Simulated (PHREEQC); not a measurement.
PHREEQC input (Pitzer model, pitzer.dat):

```
SOLUTION 1
  temp 20
  units mol/kgw
  pH 7 charge
END
SELECTED_OUTPUT 1
  -reset false
  -pH true
  -pe true
  -ionic_strength true
  -water true
  -totals K Na S
  -molalities H+ Na+ K+ SO4-2 OH- HSO4-
  -equilibrium_phases Glaserite Arcanite Mirabilite Misenite Thenardite
PRINT
  -reset false
USE solution 1
REACTION_PRESSURE 1
  1 50 100 200 300 400 500 600 800 1000
EQUILIBRIUM_PHASES 1
  Glaserite 0 30
  Arcanite 0 0
  Mirabilite 0 0
  Misenite 0 0
  Thenardite 0 0
END
```

Selected output (columns that matter, 10 of 10 rows; P (atm) added in front):

```
P (atm)	pH	mu	K	Na	S	m_H+	m_Na+	m_K+	m_SO4-2	m_OH-	Glaserite	Arcanite
1	7.526	4.0709	1.3489	1.365	1.357	5.3962e-08	1.365	1.3489	1.357	3.4923e-07	28.635	1.3731
50	7.5162	4.1465	1.3701	1.3942	1.3822	5.4288e-08	1.3942	1.3701	1.3822	3.5159e-07	28.606	1.4063
100	7.5068	4.2134	1.3882	1.4207	1.4045	5.4638e-08	1.4207	1.3882	1.4045	3.5415e-07	28.579	1.437
200	7.4899	4.3189	1.4147	1.4645	1.4396	5.5424e-08	1.4645	1.4147	1.4396	3.5973e-07	28.536	1.4894
300	7.475	4.3895	1.4296	1.4968	1.4632	5.6371e-08	1.4968	1.4296	1.4632	3.6593e-07	28.503	1.5303
400	7.4619	4.4294	1.4343	1.5186	1.4765	5.7504e-08	1.5186	1.4343	1.4765	3.7276e-07	28.481	1.5608
500	7.4503	4.4419	1.4301	1.5311	1.4806	5.8829e-08	1.5311	1.4301	1.4806	3.8022e-07	28.469	1.5816
600	7.44	4.4316	1.4187	1.5356	1.4772	6.0334e-08	1.5356	1.4187	1.4772	3.8834e-07	28.464	1.5941
800	7.4227	4.355	1.3787	1.5246	1.4517	6.38e-08	1.5246	1.3787	1.4517	4.0657e-07	28.475	1.5976
1000	7.4086	4.2267	1.3235	1.4944	1.4089	6.7683e-08	1.4944	1.3235	1.4089	4.2751e-07	28.506	1.5798
```
